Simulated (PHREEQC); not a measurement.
Consider water at 25 °C with 3.3 mmol/kgw ZnCl2. Closed to the air; pH follows from the charge balance.

Equilibrium calculation in PHREEQC: ion-association model, phreeqc.dat.

The ionic strength comes out as 0.00982 mol/kgw. What activity coefficients do Cl-, ZnCl+, H+, ZnOH+, Zn+2 get?

Cl- 0.90, ZnCl+ 0.90, H+ 0.91, ZnOH+ 0.90, Zn+2 0.67.

No solid was allowed to form.
